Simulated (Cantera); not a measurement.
Cantera run, input and output.

```python
import numpy as np
import cantera as ct

gas = ct.Solution("gri30.yaml")


def delay(T, t_max=10):
    gas.TPX = T, 1900000, {'C3H8': 1, 'O2': 7.46, 'N2': 28.1, 'CO2': 0.97}
    reactor = ct.IdealGasReactor(gas, clone=False)
    net = ct.ReactorNet([reactor])
    net.rtol, net.atol = 1e-8, 1e-16
    while net.time < t_max:
        t_old, T_old = net.time, reactor.T
        net.step()
        if reactor.T > T + 400:  # ignition: a rise of 400 K
            return t_old + (T + 400 - T_old) / (reactor.T - T_old) * (net.time - t_old)
    return np.nan


taus = []
for T in [1275, 1375, 1475, 1575, 1675, 1775, 1875, 1975]:
    taus.append(delay(T))
    print(f"T0 = {T:6g} K   tau = {taus[-1]:.4e} s")
```

Result:

```
T0 =   1275 K   tau = 2.7576e-04 s
T0 =   1375 K   tau = 6.1790e-05 s
T0 =   1475 K   tau = 1.7361e-05 s
T0 =   1575 K   tau = 6.2033e-06 s
T0 =   1675 K   tau = 2.7442e-06 s
T0 =   1775 K   tau = 1.4451e-06 s
T0 =   1875 K   tau = 8.7257e-07 s
T0 =   1975 K   tau = 5.8544e-07 s
```

Computed with Cantera and GRI-Mech 3.0 (53 species, 325 reactions). GRI-Mech 3.0 was tuned for natural gas; its chemistry of propane as a main component is partial and can be far from experiment. The pressure lies above the range GRI-Mech 3.0 was tuned for (to about 10 atm).
